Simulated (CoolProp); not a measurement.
Methane along the isobar 6.5 MPa: Z from the reference equation and from simpler models built on Tc = -82.6 °C, pc = 4.599 MPa, ω = 0.011; each cubic takes its own stable root.

Computed with CoolProp (reference Helmholtz-energy equation of state, Setzmann 1991).

```tsv
T (°C)	phase	reference	Redlich-Kwong	Soave-Redlich-Kwong
-90.85	liquid	0.2318	0.2529	0.2530
-85.45	liquid	0.2404	0.2673	0.2673
-80.05	supercritical	0.2563	0.2909	0.2909
-74.65	supercritical	0.2924	0.3351	0.3354
-69.15	supercritical	0.3922	0.4217	0.4234
-63.75	supercritical	0.4998	0.5132	0.5157
-58.35	supercritical	0.5722	0.5801	0.5831
-52.95	supercritical	0.6253	0.6305	0.6340
-47.55	supercritical	0.6670	0.6705	0.6745
-42.15	supercritical	0.7012	0.7035	0.7080
-36.75	supercritical	0.7300	0.7314	0.7365
-31.35	supercritical	0.7547	0.7554	0.7610
```
